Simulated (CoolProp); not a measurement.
Properties of fluoroethane (R161) at several states.

Values from CoolProp's reference Helmholtz-energy equation of state, Wu 2012.

```csv
T (°C),p (MPa),phase,density (kg/m³),cv (kJ/(kg K)),isothermal compressibility (1/MPa)
99.35,0.0527,gas,0.8209,1.293,19.05
-94.85,0.165,liquid,894.3,1.404,0.0007426
69.35,0.0791,gas,1.345,1.204,12.74
145.45,0.0307,gas,0.4246,1.426,32.62
-56.15,0.27,liquid,843.7,1.351,0.001148
50.65,0.0238,gas,0.4260,1.144,42.13
```
